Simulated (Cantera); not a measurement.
Gas mixture: NO = 0.56 (molar parts), at 1.09 atm, frozen composition.

Cantera's kinetic-theory transport with the Lennard-Jones parameters of GRI-Mech 3.0, ideal gas; thermal conductivity in the multicomponent form. The composition is frozen, though it would react at the higher temperatures.

D: mixture-averaged diffusion coefficient of that species in the mixture.

| T (K) | ρ (kg/m³) | cp (J/kg/K) | μ (µPa s) | λ (mW/m/K) | Pr | D (cm²/s) OH | D (cm²/s) N2 | D (cm²/s) NO |
|---|---|---|---|---|---|---|---|---|
| 400 | 0.992 | 998.6 | 23.1 | 32.5 | 0.711 | 0.476 | 0.312 | 61.5 |
| 550 | 0.722 | 1028 | 28.9 | 41.9 | 0.709 | 0.818 | 0.538 | 108 |
| 700 | 0.567 | 1067 | (withheld) | (withheld) | 0.708 | (withheld) | (withheld) | (withheld) |
| 850 | 0.467 | 1104 | 38.6 | 60.2 | 0.708 | 1.70 | 1.12 | 228 |
| 1000 | 0.397 | 1133 | 42.9 | 68.8 | 0.707 | 2.23 | 1.47 | 300 |
| 1150 | 0.345 | 1153 | 47.0 | 76.7 | 0.707 | 2.81 | 1.85 | 380 |
| 1300 | 0.305 | 1171 | 50.9 | 84.4 | 0.707 | 3.44 | 2.27 | 467 |
| 1450 | 0.274 | 1186 | 54.7 | 91.8 | 0.707 | (withheld) | (withheld) | (withheld) |
| 1600 | 0.248 | 1199 | 58.3 | 98.9 | 0.706 | 4.86 | 3.21 | 660 |

Question: What belongs in the gaps?

Answer: 
- 700, μ (µPa s): 34.0
- 700, λ (mW/m/K): 51.2
- 700, D (cm²/s) OH: 1.23
- 700, D (cm²/s) N2: 0.808
- 700, D (cm²/s) NO: 164
- 1450, D (cm²/s) OH: 4.13
- 1450, D (cm²/s) N2: 2.72
- 1450, D (cm²/s) NO: 560
